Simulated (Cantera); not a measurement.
Input (Python, Cantera) and output of one run.

```python
import numpy as np
import cantera as ct

gas_names = [...]  # 140 gases of nasa_gas.yaml made of C, Fe, H, N, O
cond_names = """
    C(gr) C6H6(L) C7H8(L) C8H18(L),n-octa Fe(a) Fe(c) Fe(d) Fe(L) FeC5O5(L) FeO(s) FeO(L) Fe(OH)2(s)
    Fe(OH)3(s) Fe2O3(s) Fe3O4(s) H2O(s) H2O(L)
""".split()


# ... load() reads the species with a 1 bar reference pressure and builds the phases ...
atoms = {
    'Fe': {'Fe': 1},
    'CO2': {'C': 1, 'O': 2},
    'N2': {'N': 2},
    'NH3': {'N': 1, 'H': 3},
}
top_T = {'C(gr)': 4500, 'Fe2O3(s)': 1830, 'Fe3O4(s)': 1870}  # K; cautious upper limits of use, not melting points


# ... equilibrate(T, P, feed) seeds the gas with the atoms and calls Mixture.equilibrate('TP', solver="vcs", rtol=1e-11, max_steps=5000) ...
results = []
feed = {'Fe': 1, 'CO2': 0.052, 'N2': 7.2, 'NH3': 0.23}  # mol
T = 1498  # K
P = 100000  # Pa
mix = equilibrate(T, P, feed)
results.append((T, P, feed, dict(zip(mix.species_names, mix.species_moles))))
x = sorted(zip(gas.X, gas.species_names), reverse=True)
print(f"T = {T:g} K  P = {P:g} Pa  gas = {mix.phase_moles(0):.4g} mol")
print("   x: " + "  ".join(f"{s} {v:.3e}" for v, s in x if v > 0.001))
print("   condensed (mol): " + ("  ".join(f"{mix.phase(i).name} {mix.phase_moles(i):.4g}"
      for i in range(1, mix.n_phases) if mix.phase_moles(i) > 1e-12) or "none"))
```

Result:

```
T = 1498 K  P = 100000 Pa  gas = 7.712 mol
   x: N2 9.485e-01  H2 3.840e-02  CO 6.337e-03  H2O 6.337e-03
   condensed (mol): Fe(c) 1
```

These are equilibrium values from Cantera (NASA tables, ideal gas, pure condensed phases), not measurements of a reactor.
